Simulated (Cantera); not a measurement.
Input: 1 mol Si₃N₄, 1 mol NF₃, 13 mol H₂, held at 898 K and 0.00510 bar.

Cantera equilibrium calculation (NASA polynomials, part measured and part estimated; ideal gas, pure solids and liquids). Candidate condensed phases: Si, Si₃N₄; 37 gas species. The numbers say what is thermodynamically allowed, not how fast it happens.

What is the equilibrium state?


```json
{
  "x(H₂)": "0.881",
  "x(N₂)": "0.0678",
  "x(SiF₄)": "0.0507",
  "x(HF)": "0.000236",
  "x(SiHF₃)": "6.34e-5",
  "x(NH₃)": "1.35e-6",
  "x(SiF₃)": "1.19e-6",
  "n(Si₃N₄(s))": "0.750 mol",
  "gas_amount": "14.75 mol",
  "log10 activity of Si(s) (absent)": "-6.36"
}
```
